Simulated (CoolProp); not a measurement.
Saturation properties of hydrogen chloride (Tc = 324.7 K, pc = 8314 kPa, ω = 0.130).

The numbers come from the reference Helmholtz-energy equation of state, Thol 2018 in CoolProp.

```tsv
T (K)	p (kPa)	liquid density (kg/m³)	vapour density (kg/m³)	enthalpy of vaporisation (kJ/kg)	liquid cp (kJ/(kg K))
175.7	47.21	1215	1.199	456.6	1.657
183.7	78.08	1196	1.911	448.5	1.658
191.7	123.3	1176	2.919	440.0	1.662
199.7	187.0	1156	4.299	431.0	1.669
207.6	272.7	1135	6.111	421.6	1.680
215.6	387.5	1114	8.498	411.5	1.694
223.6	536.1	1092	11.55	400.7	1.714
231.6	724.3	1069	15.40	389.2	1.738
239.5	955.0	1045	20.12	376.9	1.769
247.5	1240	1020	26.02	363.5	1.809
255.5	1585	992.9	33.28	349.0	1.860
```

It boils at 188.2 K under 1 atm.
